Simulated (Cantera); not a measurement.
Cantera run:

```python
import numpy as np
import cantera as ct

gas_names = """
    B BH BH2 BH3 BN B2 H H2 N NH NH2 NH3 N2 N2H2 N2H4
""".split()
cond_names = """
    B(b) B(L) BN(s)
""".split()


# ... load() reads the species with a 1 bar reference pressure and builds the phases ...
atoms = {
    'B2H6': {'B': 2, 'H': 6},
    'NH3': {'N': 1, 'H': 3},
}
top_T = {'BN(s)': 3200}  # K; cautious upper limits of use, not melting points


# ... equilibrate(T, P, feed) seeds the gas with the atoms and calls Mixture.equilibrate('TP', solver="vcs", rtol=1e-11, max_steps=5000) ...
results = []
feed = {'B2H6': 1, 'NH3': 17}  # mol
T = 1198  # K
P = 6200  # Pa
mix = equilibrate(T, P, feed)
results.append((T, P, feed, dict(zip(mix.species_names, mix.species_moles))))
print(gas.report(threshold=1e-05))
for i in range(1, mix.n_phases):
    print(f"{mix.phase(i).name:16s} {mix.phase_moles(i):12.5e} mol")
```

Output:

```
       temperature   1198 K
          pressure   6200 Pa
           density   0.0046262 kg/m^3
  mean mol. weight   7.4323 kg/kmol
   phase of matter   gas

                          1 kg             1 kmol
                     ---------------   ---------------
          enthalpy        3.6352e+06        2.7018e+07  J
   internal energy         2.295e+06        1.7057e+07  J
           entropy             28543        2.1214e+05  J/K
    Gibbs function        -3.056e+07       -2.2713e+08  J
 heat capacity c_p            4253.3             31611  J/K
 heat capacity c_v            3134.6             23297  J/K

                      mass frac. Y      mole frac. X     chem. pot. / RT
                     ---------------   ---------------   ---------------
                H2           0.21474           0.79166           -20.987
                N2           0.78525           0.20833           -29.699
     [  +13 minor]        8.9049e-06        4.5252e-06

B(b)              0.00000e+00 mol
BN(s)             2.00000e+00 mol
```

Cantera equilibrium calculation (NASA polynomials, part measured and part estimated; ideal gas, pure solids and liquids). The feed counts by its element totals alone.
